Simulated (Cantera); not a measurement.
**Stirred combustor or abatement burner**

A perfectly stirred reactor is fed with C2H4 : O2 : N2 : CO2 = 1 : 4.55 : 17.1 : 3.5 (molar parts), at 35000 Pa; it is adiabatic with a 325 K inlet, and is followed from long to short residence time, starting on the burning branch (τ in s: 0.02, 0.011, 0.0058, 0.0031, 0.0017, 0.0009, 0.00049, 0.00026, 0.00014, 7.5e-05, 4e-05, 2.2e-05, 1.2e-05).

Computed with Cantera and GRI-Mech 3.0 (53 species, 325 reactions). GRI-Mech 3.0 was tuned for natural gas; its chemistry of ethylene as a main component is partial and can be far from experiment.

| τ (s) | T (K) | x C2H4 | x O2 | x CO2 | x C2H6 | x HCO | x N2O | x HO2 |
|---|---|---|---|---|---|---|---|---|
| 0.020 | 1587 | 2.24e-5 | 0.0625 | 0.200 | 8.60e-11 | 3.42e-7 | 1.50e-7 | 5.77e-6 |
| 0.011 | 1561 | 3.31e-5 | 0.0636 | 0.198 | 2.00e-10 | 6.42e-7 | 1.31e-7 | 7.52e-6 |
| 0.0058 | 1527 | 5.21e-5 | 0.0650 | 0.194 | 5.40e-10 | 1.24e-6 | 1.14e-7 | 9.89e-6 |
| 0.0031 | 1489 | 8.55e-5 | 0.0668 | 0.190 | 1.60e-9 | 2.34e-6 | 9.80e-8 | 1.30e-5 |
| 0.0017 | 1447 | 0.000149 | 0.0692 | 0.185 | 5.31e-9 | 4.26e-6 | 8.31e-8 | 1.75e-5 |
| 0.00090 | 1391 | 0.000313 | 0.0732 | 0.178 | 2.71e-8 | 8.13e-6 | 6.40e-8 | 2.70e-5 |
| 0.00049 | 325 | 0.0382 | 0.174 | 0.134 | <1e-12 | <1e-12 | <1e-12 | <1e-12 |
| 0.00026 | 325 | 0.0382 | 0.174 | 0.134 | <1e-12 | <1e-12 | <1e-12 | <1e-12 |
| 0.00014 | 325 | 0.0382 | 0.174 | 0.134 | <1e-12 | <1e-12 | <1e-12 | <1e-12 |
| 7.5e-5 | 325 | 0.0382 | 0.174 | 0.134 | <1e-12 | <1e-12 | <1e-12 | <1e-12 |
| 4.0e-5 | 325 | 0.0382 | 0.174 | 0.134 | <1e-12 | <1e-12 | <1e-12 | <1e-12 |
| 2.2e-5 | 325 | 0.0382 | 0.174 | 0.134 | <1e-12 | <1e-12 | <1e-12 | <1e-12 |
| 1.2e-5 | 325 | 0.0382 | 0.174 | 0.134 | <1e-12 | <1e-12 | <1e-12 | <1e-12 |
x: mole fraction; the columns are a selection and need not sum to one.
